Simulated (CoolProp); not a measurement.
Computed with CoolProp (reference Helmholtz-energy equation of state, Fiedler 2023).

**Question.** Give the vapour pressure (MPa), liquid density (kg/m³), vapour density (kg/m³), enthalpy of vaporisation (kJ/kg) of saturated tetrahydrofuran at 447.4 K.

**Answer.** 
```json
[
 {"T (K)": "447.4", "p (MPa)": "1.32", "liquid density (kg/m³)": "692", "vapour density (kg/m³)": "31.5", "enthalpy of vaporisation (kJ/kg)": "315"}
]
```
